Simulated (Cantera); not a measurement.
Input (Python, Cantera) and output of one run.

```python
import numpy as np
import cantera as ct

gas_names = """
    Ca CaF CaF2 Ca2 F F2 N NF NF2 NF3 N2
""".split()
cond_names = """
    Ca(a) Ca(b) Ca(L) CaF2(a) CaF2(b) CaF2(L)
""".split()


# ... load() reads the species with a 1 bar reference pressure and builds the phases ...
atoms = {
    'CaF2': {'Ca': 1, 'F': 2},
    'N2': {'N': 2},
}
top_T = {}  # K; cautious upper limits of use, not melting points


# ... equilibrate(T, P, feed) seeds the gas with the atoms and calls Mixture.equilibrate('TP', solver="vcs", rtol=1e-11, max_steps=5000) ...
results = []
feed = {'CaF2': 1, 'N2': 13}  # mol
T = 2048.15  # K
P = 17000  # Pa
mix = equilibrate(T, P, feed)
results.append((T, P, feed, dict(zip(mix.species_names, mix.species_moles))))
x = sorted(zip(gas.X, gas.species_names), reverse=True)
print(f"T = {T:g} K  P = {P:g} Pa  gas = {mix.phase_moles(0):.4g} mol")
print("   x: " + "  ".join(f"{s} {v:.3e}" for v, s in x if v > 1e-05))
print("   condensed (mol): " + ("  ".join(f"{mix.phase(i).name} {mix.phase_moles(i):.4g}"
      for i in range(1, mix.n_phases) if mix.phase_moles(i) > 1e-12) or "none"))
```

It prints:

```
T = 2048.15 K  P = 17000 Pa  gas = 13.45 mol
   x: N2 9.664e-01  CaF2 3.353e-02  F 1.454e-05  CaF 1.452e-05
   condensed (mol): CaF2(L) 0.5487
```

Equilibrium computed with Cantera from the NASA thermochemical tables; the gas is ideal and each condensed phase is pure.
